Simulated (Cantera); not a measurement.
Mixture: CH3OH : O2 : N2 = 0.47 : 2.34 : 8.81 (molar parts), equivalence ratio 0.30, at 1.00 bar, adiabatic and at constant volume. Ignition delay is the time to a rise of 400 K.

Model: GRI-Mech 3.0 (53 species, 325 reactions), integrated in Cantera. GRI-Mech 3.0 was tuned for natural gas; its chemistry of methanol as a main component is partial and can be far from experiment. Where the delays flatten at high temperature, the 400 K rule measures the pace of heat release, not the induction time.

### Question
Predict: delay at 1175 K; delay at 1375 K; delay at 1575 K; delay at 1775 K; delay at 1975 K.

### Answer
| Property | Result |
|---|---|
| delay at 1175 K | 18.1 ms |
| delay at 1375 K | 1.08 ms |
| delay at 1575 K | 0.169 ms |
| delay at 1775 K | 50.0 µs |
| delay at 1975 K | 32.0 µs |
